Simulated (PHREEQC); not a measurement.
Make-up at 85 °C: 0.1 mol Cu(NO3)2, 0.018 mol HBF4 and 0.00027 mol NaCl per kg of water. Closed to the air; pH follows from the charge balance.

Computed with PHREEQC (ion-association model, wateq4f.dat).

Each row changes one thing in this solution. This is a speciation only: nothing precipitates in the calculation.

| case | pH | ionic strength (mol/kgw) | Cl- (mol/kgw) | SI of Halite (NaCl) |
|---|---|---|---|---|
| as made | 1.95 | 0.314 | 0.000154 | -9.43 |
| Cu(NO3)2 left out | 1.91 | 0.0141 | 0.000270 | -8.95 |
| 0.0098 mol/kgw RbCl added | 1.95 | 0.316 | 0.00583 | ___ |
| HBF4 from 0.018 to 0.0018 mol/kgw | 2.82 | 0.301 | 0.000153 | -9.43 |
| HBF4 left out | 3.54 | 0.300 | 0.000153 | -9.43 |
| NaCl from 0.00027 to 2.7e-05 mol/kgw | 1.95 | 0.314 | 1.54e-5 | -11.43 |
| HBF4 from 0.018 to 0.09 mol/kgw | 1.21 | ___ | 0.000158 | -9.43 |
| NaCl from 0.00027 to 0.000405 mol/kgw | 1.95 | 0.314 | 0.000231 | -9.07 |

Task: What belongs in the gaps?

Result: 
- 0.0098 mol/kgw RbCl added, SI of Halite (NaCl): -7.85
- HBF4 from 0.018 to 0.09 mol/kgw, ionic strength (mol/kgw): 0.383

Complexes and solids missing from the database can't appear. Constants without temperature data keep their 25 °C values here. Real BF4- forms and hydrolyses slowly; the run takes it at equilibrium.
